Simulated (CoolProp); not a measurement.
Vapour-liquid equilibrium of R125 (1) + R134a (2) at 1.1 bar; x and y are mole fractions of (1).

Computed with CoolProp (multi-fluid Helmholtz-energy mixture model, Lemmon 2005 and Tillner-Roth 1994; pair parameters Lemmon 2004).

```
x     bubble temperature (K)  y at the bubble point  dew temperature at overall composition x (K)  liquid density (mol/L)
----  ----------------------  ---------------------  --------------------------------------------  ----------------------
0.05                   247.1                  0.122                                         248.2                   13.41
0.2                    242.3                  0.401                                         245.8                   13.31
0.35                   238.3                  0.593                                         243.2                   13.19
0.5                    235.0                  0.732                                         240.3                   13.06
0.65                   232.2                  0.835                                         237.0                   12.91
0.8                    229.7                  0.916                                         233.2                   12.76
0.95                   227.4                  0.981                                         228.5                   12.61
```

No azeotrope shows between x = 0.05 and 0.95.

The pair parameters rest on a limited set of measurements; away from them the model extrapolates.
